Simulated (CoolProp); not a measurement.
c-C4F8 (RC318) at 399.34 K and 0.22 MPa flows at 0.18 m/s in a round tube of 50 mm bore and 1.5 µm roughness, fully developed (64/Re and Nu = 3.66 if laminar; Colebrook and Gnielinski if turbulent). Each further row changes one setting.

Values from CoolProp's reference Helmholtz-energy equation of state, Platzer 1990. This equation is an older, rougher fit.

| case | Reynolds number | Darcy friction factor | pressure drop (Pa/m) | heat-transfer coefficient (W/(m² K)) | mass flow (kg/h) |
|---|---|---|---|---|---|
| as stated | 7910 | 0.0329 | ___ | ___ | 17.3 |
| velocity 0.36 m/s | 15800 | 0.0275 | 0.484 | 16.8 | 34.6 |
| diameter 100 mm | 15800 | 0.0275 | 0.0604 | ___ | 69.1 |

### Question
What belongs in the gaps?

### Answer

- as stated, pressure drop (Pa/m): 0.145
- as stated, heat-transfer coefficient (W/(m² K)): 9.54
- diameter 100 mm, heat-transfer coefficient (W/(m² K)): 8.41

Viscosity comes from a separate model (Huber 2003), an estimate that may be off by 10 % or more. Thermal conductivity comes from a separate model (Huber 2003), an estimate that may be off by 10 % or more.
